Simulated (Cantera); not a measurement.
An isothermal, constant-pressure homogeneous reactor starts with NO : N2 = 1 : 0.87 (molar parts), at 2023 K and 0.133 bar. Integrator tolerance rtol = 1e-08.

Cantera simulation using GRI-Mech 3.0 (53 species, 325 reactions); the numbers are that mechanism's predictions, not measurements.

### Question
What does this change do: temperature 2023 to 1700 K?

### Answer
| quantity | before | after |
|---|---|---|
| x(NO) at 200 s | 0.00879 (gas-phase equilibrium 0.00879) | 0.0983 (gas-phase equilibrium 0.00316) |
| x(O2) at 200 s | 0.262 (gas-phase equilibrium 0.262) | 0.218 (gas-phase equilibrium 0.266) |
| x(O) at 200 s | 0.00112 (gas-phase equilibrium 0.00112) | 5.78e-5 (gas-phase equilibrium 6.35e-5) |
| x(N2) at 200 s | 0.728 (gas-phase equilibrium 0.728) | 0.683 (gas-phase equilibrium 0.731) |
| x(N2O) at 200 s | 1.73e-7 (gas-phase equilibrium 1.73e-7) | 3.26e-6 (gas-phase equilibrium 6.49e-8) |
